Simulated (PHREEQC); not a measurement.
**Hard or scaling water: speciation**

Consider water at 70 °C with 0.11 mol/kgw CaCl2, 4.8e-06 mol/kgw CO2 and 0.0054 mol/kgw NaCl. Closed to the air; pH follows from the charge balance.

Equilibrium calculation in PHREEQC: ion-association model, wateq4f.dat.

```json
{
 "pH": "5.79",
 "ionic_strength": "0.335 mol/kgw",
 "activity_of_water": "0.994"
}
```

```
species  molality  activity   log γ
-------  --------  --------  ------
Cl-         0.225     0.146  -0.187
Ca+2        0.110    0.0277  -0.600
Na+       0.00540   0.00377  -0.157
CO2       2.83e-6   3.06e-6   0.034
H+        2.13e-6   1.62e-6  -0.117
HCO3-     1.32e-6   9.21e-7  -0.158
CaHCO3+   6.38e-7   4.52e-7  -0.149
OH-       1.47e-7   9.44e-8  -0.192
CaCO3     6.64e-9   7.17e-9   0.034
CaOH+     3.96e-9   2.81e-9  -0.149
NaHCO3    1.81e-9   1.95e-9   0.034
```

No solid was allowed to form. Away from 25 °C the constants follow the database's enthalpies or fits; those with neither stay at their 25 °C values.
